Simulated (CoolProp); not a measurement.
Dodecamethylpentasiloxane (MD3M) at several states: Z from the reference equation and from simpler models built on Tc = 354.9 °C, pc = 0.9540 MPa, ω = 0.730; each cubic takes its own stable root.

Computed with CoolProp (reference Helmholtz-energy equation of state, Thol 2019).

```json
[
 {"T (°C)": "64.35", "p (MPa)": "0.149", "phase": "liquid", "reference": "0.02456"},
 {"T (°C)": "19.85", "p (MPa)": "0.452", "phase": "liquid", "reference": "0.08157"},
 {"T (°C)": "-42.65", "p (MPa)": "5.07", "phase": "liquid", "reference": "1.083"},
 {"T (°C)": "74.35", "p (MPa)": "0.02", "phase": "liquid", "reference": "0.003240"},
 {"T (°C)": "2.15", "p (MPa)": "0.0198", "phase": "liquid", "reference": "0.003732"},
 {"T (°C)": "221.35", "p (MPa)": "0.0106", "phase": "gas", "reference": "0.9890"}
]
```

Problem. How far does each simpler model (van der Waals, Soave-Redlich-Kwong, Peng-Robinson) lie from the reference over these 6 states: mean and median of the absolute difference, and the worst?

Solution. 
- van der Waals: mean 5057.4 %, median 85.3 %, worst +30001.9 % at 74.35 °C and 0.02 MPa
- Soave-Redlich-Kwong: mean 15.4 %, median 17.2 %, worst +22.6 % at -42.65 °C and 5.07 MPa
- Peng-Robinson: mean 4.8 %, median 4.6 %, worst +9.8 % at -42.65 °C and 5.07 MPa

At some of these states van der Waals gives the other phase, because its saturation line lies elsewhere.
